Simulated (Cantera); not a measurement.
Input: 1 mol B2H6, 0.34 mol NH3, 40 mol N2, a varied amount of O2, equilibrated at 1473.15 K and 3.20 mbar.

Method: chemical equilibrium by Gibbs-energy minimisation in Cantera with the NASA 1993 tables (ideal gas, pure condensed phases). Candidate condensed phases: B, BN, B2O3, B3O3H3, H2O; 39 gas species. The feed counts by its element totals alone. Mutual solubility and eutectic melting of coexisting phases are not modelled. Gases not in the tables: H3BO3. Equilibrium is a limit: real reactors are often held back by kinetics, nucleation or transport.

log p: log10 of the partial pressure in bar; n: condensed amount in mol.

| n(O2) (mol) | log p N2 | log p H2 | log p O2 | log p H2O | log p HBO2 | log p B2O3 | log p HBO | n BN(s) | n B2O3(l) |
|---|---|---|---|---|---|---|---|---|---|
| 0.61 | -2.53 | -3.60 | <-14 | -6.55 | -4.99 | -4.91 | -5.38 | 1.21 | ___ |
| 0.75 | -2.53 | -3.60 | <-14 | -6.55 | -4.99 | -4.91 | -5.38 | 1.02 | ___ |
| 0.93 | -2.53 | -3.60 | <-14 | -6.55 | -5.00 | -4.91 | -5.38 | 0.784 | ___ |
| 1.1 | -2.53 | -3.60 | <-14 | -6.55 | -5.00 | -4.91 | -5.38 | 0.558 | ___ |
| 1.4 | -2.53 | -3.60 | <-14 | -6.55 | -5.00 | -4.91 | -5.39 | 0.158 | ___ |
| 1.7 | -2.54 | -3.65 | <-14 | -5.22 | -4.33 | -4.91 | -6.10 | 0 | ___ |
| 2.1 | -2.54 | -3.78 | -13.18 | -4.49 | -3.97 | -4.91 | -6.59 | 0 | ___ |
| 2.6 | -2.54 | -4.03 | -11.78 | -4.03 | -3.88 | -5.20 | -7.21 | 0 | 0 |
| 3.2 | -2.54 | -5.10 | -9.07 | -3.76 | -3.87 | -5.44 | -8.55 | 0 | 0 |
| 4 | -2.55 | -7.48 | -4.29 | -3.74 | -3.87 | -5.47 | -10.95 | 0 | 0 |
| 4.9 | -2.56 | -7.66 | -3.95 | -3.75 | -3.88 | -5.48 | -11.13 | 0 | 0 |
| 6 | -2.57 | -7.78 | -3.74 | -3.76 | -3.89 | -5.49 | -11.24 | 0 | 0 |

Question: What belongs in the gaps?

Answer: 
- 0.61, n B2O3(l): 0.122
- 0.75, n B2O3(l): 0.215
- 0.93, n B2O3(l): 0.334
- 1.1, n B2O3(l): 0.447
- 1.4, n B2O3(l): 0.646
- 1.7, n B2O3(l): 0.500
- 2.1, n B2O3(l): 0.0725
